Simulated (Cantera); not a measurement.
Input (Python, Cantera) and output of one run.

```python
import numpy as np
import cantera as ct

gas_names = """
    CL CLO CL2 Fe FeCL FeCL2 FeCL3 FeO Fe(OH)2 Fe2CL4 Fe2CL6 H HCL HOCL HO2 H2 H2O H2O2 O OH O2 O3
""".split()
cond_names = """
    Fe(a) Fe(c) Fe(d) Fe(L) FeCL2(s) FeCL2(L) FeCL3(s) FeCL3(L) FeO(s) FeO(L) Fe(OH)2(s) Fe(OH)3(s)
    Fe2O3(s) Fe3O4(s) H2O(s) H2O(L)
""".split()


def load(file, names, dense=False):
    # The tables refer to 1 bar. Condensed volumes are neglected.
    table = {s.name: s for s in ct.Species.list_from_file(file)}
    out = []
    for n in names:
        d = dict(table[n].input_data)
        d["thermo"] = dict(d["thermo"], **{"reference-pressure": 1e5})
        if dense:
            d["equation-of-state"] = {"model": "constant-volume", "density": "1e6 g/cm^3"}
        out.append(ct.Species.from_dict(d))
    return out


gas = ct.Solution(thermo="ideal-gas", species=load("nasa_gas.yaml", gas_names))
cond = {s.name: ct.Solution(thermo="fixed-stoichiometry", species=[s], name=s.name)
        for s in load("nasa_condensed.yaml", cond_names, dense=True)}
atoms = {
    'Fe3O4': {'Fe': 3, 'O': 4},
    'Cl2': {'CL': 2},
    'H2': {'H': 2},
}
top_T = {'Fe2O3(s)': 1830, 'Fe3O4(s)': 1870}  # K; cautious upper limits of use, not melting points


def equilibrate(T, P, feed):
    n = {}
    for name, mol in feed.items():
        for a, k in atoms[name].items():
            n[a] = n.get(a, 0.0) + k * mol
    gas.TPX = T, P, n
    mass = sum(n.values()) * gas.mean_molecular_weight
    gas.equilibrate("TP")
    valid = [c for c in cond.values() if c.min_temp <= T <= top_T.get(c.name, c.max_temp)]
    mix = ct.Mixture([(gas, mass / gas.mean_molecular_weight)] + [(c, 0.0) for c in valid])
    mix.T, mix.P = T, P
    mix.equilibrate("TP", solver="vcs", rtol=1e-11, max_steps=5000)
    return mix


results = []
feed = {'Fe3O4': 1, 'Cl2': 0.61, 'H2': 0.5}  # mol
P = 101325  # Pa
for T in [848, 923, 998, 1073, 1148, 1223, 1298, 1373, 1448, 1523, 1598, 1673]:
    mix = equilibrate(T, P, feed)
    results.append((T, P, feed, dict(zip(mix.species_names, mix.species_moles))))

top = {s: max(r[3][s] / sum(r[3][g] for g in gas_names) for r in results) for s in gas_names}
cols = sorted((s for s in top if top[s] > 0.001), key=lambda s: -top[s])[:9]
seen = [c for c in cond_names if any(r[3].get(c, 0) > 1e-12 for r in results)]
print("log10 of partial pressures in bar; condensed amounts in mol")
print(f"{'T/K':>10s}" + "".join(f"{s[:9]:>10s}" for s in cols + seen))
for T, P, feed, n in results:
    ng = sum(n[g] for g in gas_names)
    print(f"{T:10.4g}" + "".join(f"{np.log10(max(n[s] / ng * P / 1e5, 1e-99)):10.3f}" for s in cols)
          + "".join(f"{n.get(c, 0):10.4g}" for c in seen))
```

Result:

```
log10 of partial pressures in bar; condensed amounts in mol
       T/K       HCL       H2O     FeCL2        O2     FeCL3        CL       CL2    Fe2CL4    Fe2CL6  FeCL2(s)  FeCL2(L)  Fe2O3(s)  Fe3O4(s)
       848    -0.166    -0.481    -3.327   -15.025    -3.484    -8.213    -7.282    -4.252    -5.389    0.3552         0    0.6855    0.4244
       923    -0.067    -0.831    -2.386   -12.589    -2.362    -6.858    -5.812    -3.091    -3.835    0.2271         0    0.5601    0.5479
       998    -0.050    -1.145    -1.709   -10.539    -1.594    -5.768    -4.689    -2.347    -2.880         0    0.1108    0.4547    0.6417
      1073    -0.072    -1.290    -1.329    -8.792    -1.238    -4.934    -3.931    -2.108    -2.665         0         0    0.3627    0.7145
      1148    -0.085    -1.209    -1.196    -7.285    -1.227    -4.308    -3.473    -2.294    -3.069         0         0    0.3747    0.7026
      1223    -0.099    -1.135    -1.091    -5.970    -1.235    -3.765    -3.083    -2.479    -3.456         0         0    0.3889    0.6888
      1298    -0.114    -1.068    -1.007    -4.810    -1.255    -3.288    -2.747    -2.658    -3.820         0         0    0.4031     0.675
      1373    -0.130    -1.010    -0.939    -3.780    -1.282    -2.865    -2.454    -2.831    -4.162         0         0    0.4136    0.6636
      1448    -0.147    -0.958    -0.885    -2.859    -1.317    -2.489    -2.197    -3.000    -4.486         0         0    0.4114    0.6612
      1523    -0.169    -0.916    -0.847    -2.030    -1.363    -2.154    -1.974    -3.171    -4.806         0         0    0.3554    0.6954
      1598    -0.207    -0.894    -0.836    -1.280    -1.440    -1.862    -1.795    -3.373    -5.164         0         0    0.0381    0.9049
      1673    -0.241    -0.848    -0.751    -1.190    -1.594    -1.754    -1.950    -3.407    -5.657         0         0         0    0.9209
```

Cantera equilibrium calculation (NASA polynomials, part measured and part estimated; ideal gas, pure solids and liquids). Mutual solubility and eutectic melting of coexisting phases are not modelled. Condensed phases not in the tables: FeOCl.
